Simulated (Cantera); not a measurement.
Predominance diagram of Sr at 1475 K against the partial pressures of O2 and Cl2 (log10, bar). Cantera with NASA thermochemical tables; ideal gases at 1 bar, condensed phases pure. Candidates: Sr(l), SrCl2(l), SrO(s). Only these pure phases compete in this equilibrium. Not in the tables: the peroxide, oxide halides.

**Question.** Which phase is stable at these pairs, and which metal-bearing vapour leads over it? (-11.6, 0); (-18.5, -14.7); (-10.4, -17.1); (-8.1, -4.9); (-8.1, -12.2); (-9.3, -12.2); (-17.4, -7.3)

**Answer.** 
```csv
log p(O2),log p(Cl2),phase,chief vapour,log p (bar)
-11.6,0,SrCl2(l),SrCl2,-3.5
-18.5,-14.7,SrCl2(l),SrCl2,-3.5
-10.4,-17.1,SrO(s),SrCl2,-9.4
-8.1,-4.9,SrCl2(l),SrCl2,-3.5
-8.1,-12.2,SrO(s),SrCl2,-5.6
-9.3,-12.2,SrO(s),SrCl2,-5.0
-17.4,-7.3,SrCl2(l),SrCl2,-3.5
```
